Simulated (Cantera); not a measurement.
Mixture: CH4 : O2 : N2 = 1 : 3.08 : 16.3 (molar parts), at 6.00 bar, adiabatic and at constant pressure. Ignition delay is the time to a rise of 400 K.

Computed with Cantera and GRI-Mech 3.0 (53 species, 325 reactions).

Task: What does this change do: pressure from 6.00 bar to 17.0 bar?

Result: 
```csv
quantity,before,after
delay at 1125 K,24.6 ms,7.89 ms
delay at 1325 K,2.05 ms,0.740 ms
delay at 1525 K,0.260 ms,0.109 ms
delay at 1725 K,48.8 µs,21.8 µs
apparent activation energy between 1625 and 1825 K,180 kJ/mol,180 kJ/mol
```
The pressure lies above the range GRI-Mech 3.0 was tuned for (to about 10 atm).
